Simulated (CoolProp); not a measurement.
Saturation properties of c-C4F8 (RC318).

Computed with CoolProp (reference Helmholtz-energy equation of state, Platzer 1990). This equation is an older, rougher fit; its heat capacities, sound speeds and derivatives of the liquid may be far off and weren't checked against measurements.

```json
[
 {"T (K)": "292.6", "p (bar)": "2.607", "vapour density (kg/m³)": "23.50", "enthalpy of vaporisation (kJ/kg)": "106.7", "surface tension (mN/m)": "8.81", "liquid conductivity (mW/(m K))": "66.6"},
 {"T (K)": "300.7", "p (bar)": "3.388", "vapour density (kg/m³)": "30.34", "enthalpy of vaporisation (kJ/kg)": "103.1", "surface tension (mN/m)": "7.89", "liquid conductivity (mW/(m K))": "64.5"},
 {"T (K)": "308.8", "p (bar)": "4.334", "vapour density (kg/m³)": "38.72", "enthalpy of vaporisation (kJ/kg)": "99.26", "surface tension (mN/m)": "6.99", "liquid conductivity (mW/(m K))": "62.4"},
 {"T (K)": "316.8", "p (bar)": "5.451", "vapour density (kg/m³)": "48.79", "enthalpy of vaporisation (kJ/kg)": "95.24", "surface tension (mN/m)": "6.12", "liquid conductivity (mW/(m K))": "60.2"},
 {"T (K)": "324.9", "p (bar)": "6.789", "vapour density (kg/m³)": "61.17", "enthalpy of vaporisation (kJ/kg)": "90.85", "surface tension (mN/m)": "5.27", "liquid conductivity (mW/(m K))": "57.9"},
 {"T (K)": "333", "p (bar)": "8.359", "vapour density (kg/m³)": "76.26", "enthalpy of vaporisation (kJ/kg)": "86.09", "surface tension (mN/m)": "4.44", "liquid conductivity (mW/(m K))": "55.6"},
 {"T (K)": "341.1", "p (bar)": "10.18", "vapour density (kg/m³)": "94.75", "enthalpy of vaporisation (kJ/kg)": "80.86", "surface tension (mN/m)": "3.65", "liquid conductivity (mW/(m K))": "53.2"},
 {"T (K)": "349.1", "p (bar)": "12.27", "vapour density (kg/m³)": "117.3", "enthalpy of vaporisation (kJ/kg)": "75.13", "surface tension (mN/m)": "2.89", "liquid conductivity (mW/(m K))": "50.8"},
 {"T (K)": "357.2", "p (bar)": "14.69", "vapour density (kg/m³)": "146.2", "enthalpy of vaporisation (kJ/kg)": "68.54", "surface tension (mN/m)": "2.17", "liquid conductivity (mW/(m K))": "48.3"}
]
```

It boils at 267.2 K under 1 atm.

Thermal conductivity comes from a separate model (Huber 2003), an estimate that may be off by 10 % or more. Surface tension comes from a separate correlation (Mulero 2012).
